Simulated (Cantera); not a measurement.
An adiabatic, constant-pressure homogeneous reactor starts with CO : H2 : CH4 : O2 : N2 = 1 : 0.35 : 0.095 : 1.97 : 8.65 (molar parts), equivalence ratio 0.44, at 1500 K and 0.750 bar. Integrator tolerance rtol = 1e-08.

Cantera simulation using GRI-Mech 3.0 (53 species, 325 reactions); the numbers are that mechanism's predictions, not measurements.

Q: What does this change do: H2 0.35 to 0.55 parts?

A: 
| quantity | before | after |
|---|---|---|
| time of steepest temperature rise | 45.5 µs | 36.0 µs |
| temperature at 4.00 s | 2378 K | 2435 K |
| equilibrium temperature | 2378 K | 2435 K |
| x(CO) at 4.00 s | 0.00640 (gas-phase equilibrium 0.00640) | 0.00895 (gas-phase equilibrium 0.00895) |
| x(H2) at 4.00 s | 0.000536 (gas-phase equilibrium 0.000536) | 0.00102 (gas-phase equilibrium 0.00102) |
| x(CH4) at 4.00 s | <1e-12 (gas-phase equilibrium <1e-12) | <1e-12 (gas-phase equilibrium <1e-12) |
| x(C2H6) at 4.00 s | <1e-12 (gas-phase equilibrium <1e-12) | <1e-12 (gas-phase equilibrium <1e-12) |
| x(O) at 4.00 s | 0.00270 (gas-phase equilibrium 0.00270) | 0.00346 (gas-phase equilibrium 0.00346) |
| x(C2H2) at 4.00 s | <1e-12 (gas-phase equilibrium <1e-12) | <1e-12 (gas-phase equilibrium <1e-12) |
| x(NO2) at 4.00 s | 6.86e-6 (gas-phase equilibrium 6.86e-6) | 6.39e-6 (gas-phase equilibrium 6.39e-6) |

Q: What does this change do: initial temperature 1500 to 1075 K?

A: 
```tsv
quantity	before	after
time of steepest temperature rise	45.5 µs	0.428 ms
temperature at 4.00 s	2378 K	2074 K
equilibrium temperature	2378 K	2073 K
x(CO) at 4.00 s	0.00640 (gas-phase equilibrium 0.00640)	0.000864 (gas-phase equilibrium 0.000862)
x(H2) at 4.00 s	0.000536 (gas-phase equilibrium 0.000536)	8.70e-5 (gas-phase equilibrium 8.68e-5)
x(CH4) at 4.00 s	<1e-12 (gas-phase equilibrium <1e-12)	<1e-12 (gas-phase equilibrium <1e-12)
x(C2H6) at 4.00 s	<1e-12 (gas-phase equilibrium <1e-12)	<1e-12 (gas-phase equilibrium <1e-12)
x(O) at 4.00 s	0.00270 (gas-phase equilibrium 0.00270)	0.000411 (gas-phase equilibrium 0.000410)
x(C2H2) at 4.00 s	<1e-12 (gas-phase equilibrium <1e-12)	<1e-12 (gas-phase equilibrium <1e-12)
x(NO2) at 4.00 s	6.86e-6 (gas-phase equilibrium 6.86e-6)	5.24e-6 (gas-phase equilibrium 5.41e-6)
```
